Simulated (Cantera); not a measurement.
## Diamond growth

A diamond (100) surface in a fixed gas of H2 with x(CH4) = 0.0022, x(CH3) = 0.0004, at 1400 K, 0.0140 bar; coverages are run to steady state.

Detailed kinetics in Cantera: the Harris–Goodwin 1993 mechanism for the reconstructed diamond (100) surface.

| x(H) | growth (µm/h) | θ c6HH | θ c6H* | θ c6*H | θ c6** |
|---|---|---|---|---|---|
| 0.0001 | 0.00142 | 0.706 | 0.0287 | 0.262 | 0.00325 |
| 0.0002 | 0.00686 | 0.595 | 0.0391 | 0.358 | 0.00798 |
| 0.00039 | 0.0261 | 0.499 | 0.0477 | 0.436 | 0.0161 |
| 0.00076 | 0.0809 | 0.429 | 0.0535 | 0.490 | 0.0274 |
| 0.0015 | 0.206 | 0.382 | 0.0568 | 0.520 | 0.0398 |
| 0.0029 | 0.415 | 0.355 | 0.0585 | 0.535 | 0.0502 |
| 0.0057 | 0.702 | 0.340 | 0.0593 | 0.542 | 0.0577 |
| 0.011 | 1.00 | 0.332 | 0.0596 | 0.546 | 0.0624 |
| 0.022 | 1.30 | 0.327 | 0.0598 | 0.547 | 0.0653 |
θ: site fractions in the mechanism's names (c6HH fully hydrogenated, c6H* and c6*H radical sites, c6** diradical, c6HM methylated).
